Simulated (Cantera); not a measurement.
A closed system holds: 1 mol Si, 6.7 mol HCl, 85 mol H2, equilibrated at 1.90 mbar.

Cantera equilibrium calculation (NASA polynomials, part measured and part estimated; ideal gas, pure solids and liquids). Candidate condensed phases: Si; 19 gas species. Equilibrium is a limit: real reactors are often held back by kinetics, nucleation or transport.

Task: What share of the Si ends up in condensed phases as a function of T (°C), at 352, 427, 502, 577, 652, 727, 802, 877, 952, 1027, 1102, 1177, 1252?

Result: 
```csv
T (°C),Si condensed (%),as
352,0.0,-
427,0.0,-
502,0.0,-
577,0.0,-
652,0.0,-
727,0.0,-
802,10.9,Si(s)
877,20.9,Si(s)
952,21.2,Si(s)
1027,18.4,Si(s)
1102,15.1,Si(s)
1177,11.9,Si(s)
1252,8.8,Si(s)
```
